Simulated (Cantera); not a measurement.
# N2O furnace oxynitridation

An isothermal, constant-pressure homogeneous reactor starts with 7.12 % N₂O, 0.299 % H₂, 92.6 % N₂, at 1575 K and 0.839 atm.

Computed with Cantera and GRI-Mech 3.0 (53 species, 325 reactions). GRI-Mech 3.0 was tuned for natural gas; its chemistry of N2O as a main component is partial and can be far from experiment.

```json
[
 {"t (s)": "0.000900", "x N₂O": "0.0616", "x H₂": "1.82e-5", "x HO₂": "1.67e-6", "x H": "2.17e-6", "x NO": "0.00150", "x OH": "0.000111", "x O": "0.000103"},
 {"t (s)": "0.00308", "x N₂O": "0.0481", "x H₂": "2.12e-6", "x HO₂": "9.00e-7", "x H": "1.99e-6", "x NO": "0.00428", "x OH": "0.000106", "x O": "9.82e-5"},
 {"t (s)": "0.0106", "x N₂O": "0.0216", "x H₂": "2.25e-6", "x HO₂": "3.42e-7", "x H": "2.06e-6", "x NO": "0.00932", "x OH": "9.74e-5", "x O": "7.96e-5"},
 {"t (s)": "0.0362", "x N₂O": "0.00233", "x H₂": "1.18e-6", "x HO₂": "1.04e-7", "x H": "6.66e-7", "x NO": "0.0122", "x OH": "6.02e-5", "x O": "2.97e-5"},
 {"t (s)": "0.124", "x N₂O": "1.20e-5", "x H₂": "1.13e-7", "x HO₂": "1.38e-8", "x H": "1.82e-8", "x NO": "0.0123", "x OH": "1.70e-5", "x O": "2.32e-6"},
 {"t (s)": "0.424", "x N₂O": "9.45e-8", "x H₂": "9.48e-8", "x HO₂": "1.13e-8", "x H": "1.40e-8", "x NO": "0.0123", "x OH": "1.55e-5", "x O": "1.92e-6"},
 {"t (s)": "1.45", "x N₂O": "9.44e-8", "x H₂": "9.48e-8", "x HO₂": "1.13e-8", "x H": "1.40e-8", "x NO": "0.0123", "x OH": "1.55e-5", "x O": "1.92e-6"},
 {"t (s)": "4.98", "x N₂O": "9.42e-8", "x H₂": "9.48e-8", "x HO₂": "1.13e-8", "x H": "1.40e-8", "x NO": "0.0123", "x OH": "1.55e-5", "x O": "1.92e-6"},
 {"t (s)": "17.0", "x N₂O": "9.32e-8", "x H₂": "9.46e-8", "x HO₂": "1.13e-8", "x H": "1.40e-8", "x NO": "0.0122", "x OH": "1.55e-5", "x O": "1.92e-6"},
 {"t (s)": "58.4", "x N₂O": "9.02e-8", "x H₂": "9.43e-8", "x HO₂": "1.14e-8", "x H": "1.40e-8", "x NO": "0.0118", "x OH": "1.55e-5", "x O": "1.93e-6"},
 {"t (s)": "200", "x N₂O": "8.14e-8", "x H₂": "9.33e-8", "x HO₂": "1.15e-8", "x H": "1.39e-8", "x NO": "0.0106", "x OH": "1.56e-5", "x O": "1.95e-6"}
]
```
x: mole fraction; the columns are a selection and need not sum to one.

Equilibrium at this temperature and pressure: N₂O 4.65e-8, H₂ 8.58e-8, HO₂ 1.30e-8, H 1.33e-8, NO 0.000760, OH 1.62e-5, O 2.11e-6 (gas phase only).
